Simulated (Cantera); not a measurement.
Input: 1 mol SiF4, 5.8 mol N2, 0.35 mol NH3, at 1098.15 K.

Method: chemical equilibrium by Gibbs-energy minimisation in Cantera with the NASA 1993 tables (ideal gas, pure condensed phases). Candidate condensed phases: Si, Si3N4; 37 gas species. Equilibrium is a limit: real reactors are often held back by kinetics, nucleation or transport.

Question: Which condensed phases are stable at each of these points (P (Pa)): 5, 15, 45, 140, 410, 1200, 3700, 11000, 33000, 100000?

Answer: 
```
P (Pa)  condensed phases  Si condensed (%)
------  ----------------  ----------------
5               gas only               0.0
15              Si3N4(s)               0.0
45              Si3N4(s)               0.1
140             Si3N4(s)               0.1
410             Si3N4(s)               0.1
1200            Si3N4(s)               0.1
3700            Si3N4(s)               0.1
11000           Si3N4(s)               0.1
33000           Si3N4(s)               0.0
100000          Si3N4(s)               0.0
```

At 5.00 Pa nothing is condensed. From 15.0 Pa to 1.00 bar the condensed part is Si3N4(s).
